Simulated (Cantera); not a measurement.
Feed: 1 mol Si3N4, 0.15 mol CO2, a varied amount of H2, equilibrated at 752 °C and 1.00 bar.

Equilibrium computed with Cantera from the NASA thermochemical tables; the gas is ideal and each condensed phase is pure. Candidate condensed phases: C, C6H6, C7H8, C8H18, H2O, Si, SiC, SiO2, Si2N2O, Si3N4; 151 gas species. Mutual solubility and eutectic melting of coexisting phases are not modelled. Equilibrium is a limit: real reactors are often held back by kinetics, nucleation or transport.

log p: log10 of the partial pressure in bar; n: condensed amount in mol.

```json
[
 {"n(H2) (mol)": "9.6", "log p H2": "-0.01", "log p CH4": "-1.80", "log p N2": "-1.98", "log p NH3": "-4.31", "log p HCN": "-6.76", "log p C2H6": "(withheld)", "log p C2H4": "-7.50", "n Si2N2O(s)": "0.300", "n Si3N4(s)": "0.800"},
 {"n(H2) (mol)": "16", "log p H2": "-0.01", "log p CH4": "-2.03", "log p N2": "-2.20", "log p NH3": "-4.42", "log p HCN": "-7.10", "log p C2H6": "(withheld)", "log p C2H4": "-7.95", "n Si2N2O(s)": "0.300", "n Si3N4(s)": "0.800"},
 {"n(H2) (mol)": "26", "log p H2": "0.00", "log p CH4": "-2.24", "log p N2": "-2.42", "log p NH3": "-4.52", "log p HCN": "-7.42", "log p C2H6": "(withheld)", "log p C2H4": "-8.38", "n Si2N2O(s)": "0.300", "n Si3N4(s)": "0.800"},
 {"n(H2) (mol)": "42", "log p H2": "0.00", "log p CH4": "-2.45", "log p N2": "-2.62", "log p NH3": "-4.62", "log p HCN": "-7.74", "log p C2H6": "(withheld)", "log p C2H4": "-8.80", "n Si2N2O(s)": "0.300", "n Si3N4(s)": "0.800"},
 {"n(H2) (mol)": "68", "log p H2": "0.00", "log p CH4": "-2.66", "log p N2": "-2.83", "log p NH3": "-4.73", "log p HCN": "-8.05", "log p C2H6": "(withheld)", "log p C2H4": "-9.22", "n Si2N2O(s)": "0.300", "n Si3N4(s)": "0.800"},
 {"n(H2) (mol)": "110", "log p H2": "0.00", "log p CH4": "-2.87", "log p N2": "-3.04", "log p NH3": "-4.83", "log p HCN": "-8.37", "log p C2H6": "(withheld)", "log p C2H4": "-9.64", "n Si2N2O(s)": "0.300", "n Si3N4(s)": "0.800"},
 {"n(H2) (mol)": "180", "log p H2": "0.00", "log p CH4": "-3.08", "log p N2": "-3.26", "log p NH3": "-4.94", "log p HCN": "-8.69", "log p C2H6": "(withheld)", "log p C2H4": "-10.07", "n Si2N2O(s)": "0.300", "n Si3N4(s)": "0.800"},
 {"n(H2) (mol)": "290", "log p H2": "0.00", "log p CH4": "-3.29", "log p N2": "-3.47", "log p NH3": "-5.04", "log p HCN": "-9.00", "log p C2H6": "(withheld)", "log p C2H4": "-10.48", "n Si2N2O(s)": "0.300", "n Si3N4(s)": "0.800"},
 {"n(H2) (mol)": "470", "log p H2": "0.00", "log p CH4": "-3.50", "log p N2": "-3.68", "log p NH3": "-5.15", "log p HCN": "-9.32", "log p C2H6": "(withheld)", "log p C2H4": "-10.90", "n Si2N2O(s)": "0.300", "n Si3N4(s)": "0.800"},
 {"n(H2) (mol)": "770", "log p H2": "0.00", "log p CH4": "-3.71", "log p N2": "-3.90", "log p NH3": "-5.25", "log p HCN": "-9.64", "log p C2H6": "(withheld)", "log p C2H4": "-11.33", "n Si2N2O(s)": "0.300", "n Si3N4(s)": "0.800"}
]
```

**Question.** Some entries are withheld; supply them.

**Answer.** 
- 9.6, log p C2H6: -7.26
- 16, log p C2H6: -7.71
- 26, log p C2H6: -8.13
- 42, log p C2H6: -8.55
- 68, log p C2H6: -8.97
- 110, log p C2H6: -9.39
- 180, log p C2H6: -9.82
- 290, log p C2H6: -10.23
- 470, log p C2H6: -10.65
- 770, log p C2H6: -11.08
